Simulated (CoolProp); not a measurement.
R21 along the isobar 112 bar: density (kg/m³) from the reference equation and from simpler models built on Tc = 179.6 °C, pc = 52.89 bar, ω = 0.206; each cubic takes its own stable root.

Computed with CoolProp (reference Helmholtz-energy equation of state, Platzer 1990). This equation is an older, rougher fit; its heat capacities, sound speeds and derivatives of the liquid may be far off and weren't checked against measurements.

| T (°C) | phase | reference | Redlich-Kwong | Soave-Redlich-Kwong | Peng-Robinson |
|---|---|---|---|---|---|
| -52.05 | liquid | 1553 | 1435 | 1451 | … |
| -21.75 | liquid | 1492 | 1381 | 1403 | 1577 |
| 8.65 | liquid | 1430 | 1322 | 1348 | 1518 |
| 38.95 | liquid | 1364 | 1258 | 1286 | 1450 |
| 69.35 | liquid | … | 1186 | 1216 | 1371 |
| 99.75 | liquid | 1215 | … | … | 1279 |
| 130.05 | liquid | 1128 | 1017 | 1040 | 1170 |
| 160.45 | liquid | 1026 | 915.0 | … | 1036 |

Task: Fill in the missing entries.

Result: 
- -52.05, Peng-Robinson: 1629
- 69.35, reference: 1293
- 99.75, Redlich-Kwong: 1107
- 99.75, Soave-Redlich-Kwong: 1134
- 160.45, Soave-Redlich-Kwong: 926.2
